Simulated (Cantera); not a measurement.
# Thermodynamics of thermal oxidation and active oxidation of silicon, feed Si + CO2 + N2

Charge: 1 mol Si, 0.18 mol CO2, 27 mol N2, at 1 atm.

Method: chemical equilibrium by Gibbs-energy minimisation in Cantera with the NASA 1993 tables (ideal gas, pure condensed phases). Candidate condensed phases: C, Si, SiC, SiO2, Si2N2O, Si3N4; 34 gas species. N2 is the only nitrogen source here; it is nearly inert below about 1500 K, so the nitride shown seldom forms there in practice. Mutual solubility and eutectic melting of coexisting phases are not modelled. The numbers say what is thermodynamically allowed, not how fast it happens.

| T (°C) | x N2 | x CO | x SiO | x Si | n C(graphite) | n Si2N2O(s) | n Si3N4(s) | n SiC(s) |
|---|---|---|---|---|---|---|---|---|
| 802 | 1.00 | 2.62e-9 | <1e-12 | <1e-12 | 0.180 | 0.360 | 0.0933 | 0 |
| 877 | 1.00 | 2.92e-8 | <1e-12 | <1e-12 | 0.180 | 0.360 | 0.0933 | 0 |
| 952 | 1.00 | 2.41e-7 | <1e-12 | <1e-12 | 0.180 | 0.360 | 0.0933 | 0 |
| 1027 | 1.000 | 1.55e-6 | 2.42e-11 | <1e-12 | 0.180 | 0.360 | 0.0934 | 0 |
| 1102 | 1.000 | 8.11e-6 | 4.53e-10 | <1e-12 | 0.180 | 0.360 | 0.0935 | 0 |
| 1177 | 1.000 | 3.57e-5 | 6.23e-9 | 2.00e-12 | 0.179 | 0.359 | 0.0940 | 0 |
| 1252 | 1.000 | 0.000135 | 6.57e-8 | 3.34e-11 | 0.176 | 0.356 | 0.0957 | 0 |
| 1327 | 1.000 | 0.000452 | 5.53e-7 | 4.27e-10 | 0.168 | 0.348 | 0.101 | 0 |
| 1402 | 0.999 | 0.00135 | 3.83e-6 | 4.33e-9 | 0.144 | 0.324 | 0.117 | 0 |
| 1477 | 0.997 | 0.00289 | 2.24e-5 | 3.58e-8 | 0 | 0.283 | 0.110 | 0.103 |
| 1552 | 0.995 | 0.00446 | 0.000112 | 2.49e-7 | 0 | 0.239 | 0.153 | 0.0615 |
| 1627 | 0.993 | 0.00664 | 0.000496 | 1.48e-6 | 0 | 0.170 | 0.214 | 0.00341 |
x: gas mole fraction; n: condensed amount in mol.

From 802 °C to 1402 °C the condensed part is C(graphite) + Si2N2O(s) + Si3N4(s). From 1477 °C to 1627 °C the condensed part is SiC(s) + Si2N2O(s) + Si3N4(s).
